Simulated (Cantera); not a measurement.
What does this Cantera script print?

```python
import numpy as np
import cantera as ct

gas_names = """
    CL CL2 H HCL H2 N NH NH2 NH3 N2 N2H2 N2H4 Si SiCL SiCL2 SiCL3 SiCL4 SiH SiHCL3 SiH2 SiH2CL2 SiH3
    SiH3CL SiH4 SiN Si2 Si2N Si3
""".split()
cond_names = """
    NH4CL(a) NH4CL(b) Si(cr) Si(L) Si3N4(a)
""".split()


# ... load() reads the species with a 1 bar reference pressure and builds the phases ...
atoms = {
    'SiHCl3': {'Si': 1, 'H': 1, 'CL': 3},
    'NH3': {'N': 1, 'H': 3},
    'H2': {'H': 2},
}
top_T = {'Si3N4(a)': 2400}  # K; cautious upper limits of use, not melting points


# ... equilibrate(T, P, feed) seeds the gas with the atoms and calls Mixture.equilibrate('TP', solver="vcs", rtol=1e-11, max_steps=5000) ...
results = []
feed = {'SiHCl3': 1, 'NH3': 0.76, 'H2': 54}  # mol
P = 13332.2  # Pa
for T in [1073, 1123, 1173, 1223, 1273, 1323, 1373, 1423, 1473, 1523]:
    mix = equilibrate(T, P, feed)
    results.append((T, P, feed, dict(zip(mix.species_names, mix.species_moles))))

top = {s: max(r[3][s] / sum(r[3][g] for g in gas_names) for r in results) for s in gas_names}
cols = sorted((s for s in top if top[s] > 0.001), key=lambda s: -top[s])[:8]
seen = [c for c in cond_names if any(r[3].get(c, 0) > 1e-12 for r in results)]
print("log10 of partial pressures in bar; condensed amounts in mol")
print(f"{'T/K':>10s}" + "".join(f"{s[:9]:>10s}" for s in cols + seen))
for T, P, feed, n in results:
    ng = sum(n[g] for g in gas_names)
    print(f"{T:10.4g}" + "".join(f"{np.log10(max(n[s] / ng * P / 1e5, 1e-99)):10.3f}" for s in cols)
          + "".join(f"{n.get(c, 0):10.4g}" for c in seen))
```

It prints:

```
log10 of partial pressures in bar; condensed amounts in mol
       T/K        H2       HCL     SiCL2     SiCL4    SiHCL3    Si(cr)  Si3N4(a)
      1073    -0.890    -2.465    -4.535    -3.196    -3.532         0      0.19
      1123    -0.890    -2.442    -4.030    -3.287    -3.502         0      0.19
      1173    -0.891    -2.410    -3.647    -3.427    -3.541         0      0.19
      1223    -0.893    -2.356    -3.433    -3.642    -3.690   0.03336      0.19
      1273    -0.894    -2.311    -3.315    -3.928    -3.909   0.07199    0.1899
      1323    -0.895    -2.286    -3.240    -4.259    -4.162   0.09308    0.1898
      1373    -0.895    -2.274    -3.194    -4.610    -4.430    0.1025    0.1893
      1423    -0.896    -2.269    -3.163    -4.961    -4.698    0.1074    0.1879
      1473    -0.896    -2.268    -3.142    -5.301    -4.956    0.1161    0.1841
      1523    -0.896    -2.268    -3.126    -5.625    -5.203    0.1412    0.1741
```

These are equilibrium values from Cantera (NASA tables, ideal gas, pure condensed phases), not measurements of a reactor. Mutual solubility and eutectic melting of coexisting phases are not modelled. The tables' values for SiCl3 are old estimates; treat these amounts as uncertain.
